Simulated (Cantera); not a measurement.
A closed system holds: 1 mol CO, 0.03 mol CO₂, held at 2550 °C and 10.0 mbar.

Equilibrium computed with Cantera from the NASA thermochemical tables; the gas is ideal and each condensed phase is pure. Candidate condensed phases: C; 12 gas species. Rates play no part.

Base state: CO 0.972, O 0.0139, CO₂ 0.0137, O₂ 0.000551 (mole fractions); condensed: gas only.

Problem. What changes in the equilibrium state with this change: CO replaced by C₆H₆?

Solution. 
| species | before | after |
|---|---|---|
| H | 0 | 0.562 |
| H₂ | 0 | 0.401 |
| C₂H₂ (acetylene) | 0 | 0.0145 |
| CO | 0.972 | 0.0140 |
| O | 0.0139 | <1e-9 |
| CO₂ | 0.0137 | <1e-9 |
| C₃ | <1e-9 | 0.00418 |
| C₂H | 0 | 0.00265 |
| C | 1.00e-9 | 0.000846 |
| O₂ | 0.000551 | <1e-9 |
| C(graphite), mol | 0 | 5.76 |
Further candidate phases: C₆H₆, C₇H₈, C₈H₁₈, H₂O.

Problem. What changes in the equilibrium state with this change: 0.015 mol H₂O added?

Solution. 
```csv
species,before,after
CO,0.972,0.934
H,0,0.0249
O,0.0139,0.0197
CO₂,0.0137,0.0186
OH,0,0.000999
H₂,0,0.000791
```
Further candidate phases: C₆H₆, C₇H₈, C₈H₁₈, H₂O.
